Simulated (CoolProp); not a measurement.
Vapour-liquid equilibrium of R22 (1) + R123 (2) at 0.0329 bar; x and y are mole fractions of (1).

Model: multi-fluid Helmholtz-energy mixture model, Kamei 1995 and Younglove 1994; pair parameters Bell 2016, in CoolProp.

Problem. Give the bubble temperature and the first vapour's composition at x = 0.45, 0.65, 0.95. Is there an azeotrope?

Solution. x = 0.45: -86.0 °C, y = 0.989; x = 0.65: -90.1 °C, y = 0.995; x = 0.95: -93.9 °C, y = 0.999. No azeotrope shows between x = 0.05 and 0.95.

Pair parameters are fitted to limited data, so mixtures are less certain than the pure fluids. The gap from Raoult's law changes sign with composition, which may be real or a fault of the pair parameters; it wasn't checked against measurements.
